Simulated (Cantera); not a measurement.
Mixture: 15.6 % CH4, 3.75 % CO, 15.1 % O2, 56.6 % N2, 8.91 % H2O, at 2.50 bar, adiabatic and at constant pressure. Ignition delay is the time to a rise of 400 K.

Detailed kinetics in Cantera: GRI-Mech 3.0 (53 species, 325 reactions).

Task: Predict: delay at 1050 K; delay at 1250 K; delay at 1450 K; delay at 1650 K; delay at 1850 K; apparent activation energy between 1650 and 1850 K.

Result: 
```json
{
  "delay at 1050 K": "0.531 s",
  "delay at 1250 K": "25.7 ms",
  "delay at 1450 K": "2.07 ms",
  "delay at 1650 K": "0.243 ms",
  "delay at 1850 K": "47.5 µs",
  "apparent activation energy between 1650 and 1850 K": "210 kJ/mol"
}
```
